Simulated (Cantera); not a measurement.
An adiabatic, constant-pressure homogeneous reactor starts with CH₄ : O₂ : N₂ = 1 : 1.25 : 10.2 (molar parts), equivalence ratio 1.6, at 1748 K and 950000 Pa. Integrator tolerance rtol = 1e-08.

Detailed kinetics in Cantera: GRI-Mech 3.0 (53 species, 325 reactions).

### Question
What does this change do: pressure from 950000 Pa to 101000 Pa?

### Answer
```tsv
quantity	before	after
time of steepest temperature rise	54.6 µs	0.293 ms
temperature at 7.00 s	2540 K	2503 K
equilibrium temperature	2540 K	2503 K
x(CH₄) at 7.00 s	2.38e-11 (gas-phase equilibrium 2.68e-11)	<1e-12 (gas-phase equilibrium <1e-12)
x(O₂) at 7.00 s	1.74e-5 (gas-phase equilibrium 1.74e-5)	0.000112 (gas-phase equilibrium 0.000112)
x(NO) at 7.00 s	0.000223 (gas-phase equilibrium 0.000223)	0.000530 (gas-phase equilibrium 0.000530)
x(C₂H₆) at 7.00 s	<1e-12 (gas-phase equilibrium <1e-12)	<1e-12 (gas-phase equilibrium <1e-12)
x(O) at 7.00 s	2.40e-5 (gas-phase equilibrium 2.40e-5)	0.000156 (gas-phase equilibrium 0.000156)
```

### Question
What does this change do: 0.12 parts H2 added?

### Answer
| quantity | before | after |
|---|---|---|
| time of steepest temperature rise | 54.6 µs | 43.3 µs |
| temperature at 7.00 s | 2540 K | 2533 K |
| equilibrium temperature | 2540 K | 2533 K |
| x(CH₄) at 7.00 s | 2.38e-11 (gas-phase equilibrium 2.68e-11) | 3.56e-11 (gas-phase equilibrium 4.00e-11) |
| x(O₂) at 7.00 s | 1.74e-5 (gas-phase equilibrium 1.74e-5) | 1.29e-5 (gas-phase equilibrium 1.29e-5) |
| x(NO) at 7.00 s | 0.000223 (gas-phase equilibrium 0.000223) | 0.000189 (gas-phase equilibrium 0.000189) |
| x(C₂H₆) at 7.00 s | <1e-12 (gas-phase equilibrium <1e-12) | <1e-12 (gas-phase equilibrium <1e-12) |
| x(O) at 7.00 s | 2.40e-5 (gas-phase equilibrium 2.40e-5) | 2.00e-5 (gas-phase equilibrium 2.00e-5) |
